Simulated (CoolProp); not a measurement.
Saturation properties of methane (Tc = 190.6 K, pc = 4599 kPa, ω = 0.011).

Values from CoolProp's reference Helmholtz-energy equation of state, Setzmann 1991.

| T (K) | p (kPa) | liquid density (kg/m³) | enthalpy of vaporisation (kJ/kg) | liquid cp (kJ/(kg K)) | vapour viscosity (µPa s) |
|---|---|---|---|---|---|
| 106.4 | 64.18 | 429.9 | 520.1 | 3.445 | 4.03 |
| 114.2 | 124.2 | 418.6 | 506.1 | 3.500 | 4.35 |
| 121.9 | 218.5 | 407.0 | 490.6 | 3.567 | 4.66 |
| 129.7 | 360.7 | 394.5 | 472.8 | 3.654 | 4.98 |
| 137.5 | 562.1 | 381.3 | 452.3 | 3.768 | 5.30 |
| 145.2 | 831.2 | 367.3 | 429.0 | 3.922 | 5.65 |
| 153 | 1188 | 351.7 | 401.4 | 4.142 | 6.05 |
| 160.8 | 1644 | 334.4 | 368.6 | 4.477 | 6.53 |
| 168.5 | 2205 | 314.8 | 329.1 | 5.033 | 7.15 |

It boils at 111.7 K under 1 atm.

Viscosity comes from a separate model (Quiñones-Cisneros 2006).
